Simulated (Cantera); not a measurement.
Cantera run:

```python
import numpy as np
import cantera as ct

gas_names = """
    CL CL2 H HCL H2 Si SiCL SiCL2 SiCL3 SiCL4 SiH SiHCL3 SiH2 SiH2CL2 SiH3 SiH3CL SiH4 Si2 Si3
""".split()
cond_names = """
    Si(cr) Si(L)
""".split()


# ... load() reads the species with a 1 bar reference pressure and builds the phases ...
atoms = {
    'SiHCl3': {'Si': 1, 'H': 1, 'CL': 3},
    'Cl2': {'CL': 2},
    'H2': {'H': 2},
}
top_T = {}  # K; cautious upper limits of use, not melting points


# ... equilibrate(T, P, feed) seeds the gas with the atoms and calls Mixture.equilibrate('TP', solver="vcs", rtol=1e-11, max_steps=5000) ...
results = []
feed = {'SiHCl3': 1, 'Cl2': 0.0051, 'H2': 26}  # mol
T = 1673  # K
for P in [100, 300, 880, 2600, 7700, 23000, 68000, 200000]:
    mix = equilibrate(T, P, feed)
    results.append((T, P, feed, dict(zip(mix.species_names, mix.species_moles))))

top = {s: max(r[3][s] / sum(r[3][g] for g in gas_names) for r in results) for s in gas_names}
cols = sorted((s for s in top if top[s] > 0.001), key=lambda s: -top[s])[:5]
seen = [c for c in cond_names if any(r[3].get(c, 0) > 1e-12 for r in results)]
print("log10 of partial pressures in bar; condensed amounts in mol")
print(f"{'P/Pa':>10s}" + "".join(f"{s[:9]:>10s}" for s in cols + seen))
for T, P, feed, n in results:
    ng = sum(n[g] for g in gas_names)
    print(f"{P:10.4g}" + "".join(f"{np.log10(max(n[s] / ng * P / 1e5, 1e-99)):10.3f}" for s in cols)
          + "".join(f"{n.get(c, 0):10.4g}" for c in seen))
```

It prints:

```
log10 of partial pressures in bar; condensed amounts in mol
      P/Pa        H2       HCL     SiCL2         H     SiCL3    Si(cr)
       100    -3.042    -4.161    -4.724    -5.465    -7.399    0.4509
       300    -2.564    -3.683    -4.246    -5.226    -6.683    0.4601
       880    -2.096    -3.216    -3.779    -4.992    -5.982    0.4632
      2600    -1.625    -2.746    -3.310    -4.756    -5.278     0.464
      7700    -1.154    -2.276    -2.841    -4.520    -4.576    0.4635
   2.3e+04    -0.678    -1.804    -2.372    -4.283    -3.872    0.4616
   6.8e+04    -0.207    -1.339    -1.914    -4.047    -3.185    0.4573
     2e+05     0.262    -0.883    -1.471    -3.812    -2.520    0.4479
```

Method: chemical equilibrium by Gibbs-energy minimisation in Cantera with the NASA 1993 tables (ideal gas, pure condensed phases). The tables' values for SiCl3, SiCl are old estimates; treat these amounts as uncertain. Gases not in the tables: Si2H6 and higher silanes.
